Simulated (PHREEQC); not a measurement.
## Brine: an equilibrium model

Solution (25 °C): 3.2 mol CaCl2 per kg of water. Closed to the air; pH follows from the charge balance.

The numbers come from PHREEQC with the Pitzer model, pitzer.dat.

The ionic strength is 9.60 mol/kgw and the activity of water comes out as 0.726. The density is 1.240 g/cm³ and the osmotic coefficient is 1.850.

| species | molality | activity | log γ |
|---|---|---|---|
| Cl- | 6.40 | 4.54 | -0.149 |
| Ca+2 | 3.20 | 30.4 | 0.978 |
| OH- | 3.46e-7 | 1.75e-9 | -2.296 |
| H+ | 3.46e-7 | 4.19e-6 | 1.083 |

This is a speciation only: nothing precipitates in the calculation. Species that the database lacks are ignored.
